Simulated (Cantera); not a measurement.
C₃H₈ + H₂ (carbon deposition, reforming and gasification)

Charge: 1 mol C₃H₈, 0.94 mol H₂, at 1875 K and 18.0 Pa.

These are equilibrium values from Cantera (NASA tables, ideal gas, pure condensed phases), not measurements of a reactor. Candidate condensed phases: C, C₆H₆, C₇H₈, C₈H₁₈; 76 gas species. Rates play no part.

```
Quantity                Result
-------------------  ---------
x(H₂)                    0.952
x(H)                    0.0477
x(C₂H₂ (acetylene))   0.000302
n(C(graphite))        3.00 mol
gas amount           5.061 mol
```
